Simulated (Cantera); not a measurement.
What does this Cantera script print?

```python
import numpy as np
import cantera as ct

gas_names = """
    H HNO HNO2 HNO3 HO2 H2 H2O H2O2 H2S H2SO4 N NH NH2 NH3 NH2OH NO NO2 NO3 N2 N2H2 N2H4 N2O O OH O2 O3
    S SH SN SO SO2 SO3 S2 S2O S8
""".split()
cond_names = """
    H2O(s) H2O(L) H2SO4(L) S(cr1) S(cr2) S(L)
""".split()


def load(file, names, dense=False):
    # The tables refer to 1 bar. Condensed volumes are neglected.
    table = {s.name: s for s in ct.Species.list_from_file(file)}
    out = []
    for n in names:
        d = dict(table[n].input_data)
        d["thermo"] = dict(d["thermo"], **{"reference-pressure": 1e5})
        if dense:
            d["equation-of-state"] = {"model": "constant-volume", "density": "1e6 g/cm^3"}
        out.append(ct.Species.from_dict(d))
    return out


gas = ct.Solution(thermo="ideal-gas", species=load("nasa_gas.yaml", gas_names))
cond = {s.name: ct.Solution(thermo="fixed-stoichiometry", species=[s], name=s.name)
        for s in load("nasa_condensed.yaml", cond_names, dense=True)}
atoms = {
    'SO2': {'S': 1, 'O': 2},
    'H2O': {'H': 2, 'O': 1},
    'N2': {'N': 2},
}
top_T = {}  # K; cautious upper limits of use, not melting points


def equilibrate(T, P, feed):
    n = {}
    for name, mol in feed.items():
        for a, k in atoms[name].items():
            n[a] = n.get(a, 0.0) + k * mol
    gas.TPX = T, P, n
    mass = sum(n.values()) * gas.mean_molecular_weight
    gas.equilibrate("TP")
    valid = [c for c in cond.values() if c.min_temp <= T <= top_T.get(c.name, c.max_temp)]
    mix = ct.Mixture([(gas, mass / gas.mean_molecular_weight)] + [(c, 0.0) for c in valid])
    mix.T, mix.P = T, P
    mix.equilibrate("TP", solver="vcs", rtol=1e-11, max_steps=5000)
    return mix


results = []
feed = {'SO2': 1, 'H2O': 0.56, 'N2': 17}  # mol
P = 10000  # Pa
for T in [925, 1075, 1225, 1375, 1525, 1675, 1825, 1975, 2125, 2275, 2425, 2575, 2725, 2875]:
    mix = equilibrate(T, P, feed)
    results.append((T, P, feed, dict(zip(mix.species_names, mix.species_moles))))

top = {s: max(r[3][s] / sum(r[3][g] for g in gas_names) for r in results) for s in gas_names}
cols = sorted((s for s in top if top[s] > 1e-05), key=lambda s: -top[s])[:5]
seen = [c for c in cond_names if any(r[3].get(c, 0) > 1e-12 for r in results)]
print("log10 of partial pressures in bar; condensed amounts in mol")
print(f"{'T/K':>10s}" + "".join(f"{s[:9]:>10s}" for s in cols + seen))
for T, P, feed, n in results:
    ng = sum(n[g] for g in gas_names)
    print(f"{T:10.4g}" + "".join(f"{np.log10(max(n[s] / ng * P / 1e5, 1e-99)):10.3f}" for s in cols)
          + "".join(f"{n.get(c, 0):10.4g}" for c in seen))
```

Result:

```
log10 of partial pressures in bar; condensed amounts in mol
       T/K        N2       SO2       H2O         H        SO
       925    -1.038    -2.269    -2.520   -13.393    -9.257
      1075    -1.038    -2.269    -2.520   -11.348    -8.237
      1225    -1.038    -2.269    -2.520    -9.757    -7.391
      1375    -1.038    -2.269    -2.521    -8.403    -6.519
      1525    -1.038    -2.269    -2.521    -7.269    -5.736
      1675    -1.038    -2.269    -2.523    -6.332    -5.084
      1825    -1.038    -2.271    -2.528    -5.548    -4.541
      1975    -1.039    -2.276    -2.538    -4.885    -4.085
      2125    -1.039    -2.286    -2.558    -4.320    -3.700
      2275    -1.041    -2.308    -2.596    -3.837    -3.375
      2425    -1.044    -2.347    -2.662    -3.426    -3.103
      2575    -1.048    -2.415    -2.772    -3.082    -2.885
      2725    -1.055    -2.524    -2.948    -2.806    -2.722
      2875    -1.064    -2.691    -3.213    -2.600    -2.620
```

These are equilibrium values from Cantera (NASA tables, ideal gas, pure condensed phases), not measurements of a reactor. Gases not in the tables: S3 to S7.
